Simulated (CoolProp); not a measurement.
Vapour-liquid equilibrium of propylene (1) + R115 (2) at 1.36 MPa; x and y are mole fractions of (1).

Model: multi-fluid Helmholtz-energy mixture model, Lemmon 2013 and Lemmon 2016; pair parameters Bell 2016, in CoolProp.

### Question
Give the bubble temperature and the first vapour's composition at x = 0.25, 0.45, 0.65. Is there an azeotrope?

### Answer
x = 0.25: 33.1 °C, y = 0.336; x = 0.45: 29.5 °C, y = 0.518; x = 0.65: 28.1 °C, y = 0.663. y crosses x between x = 0.65 and 0.75: the model has an azeotrope there.

Pair parameters are fitted to limited data, so mixtures are less certain than the pure fluids.
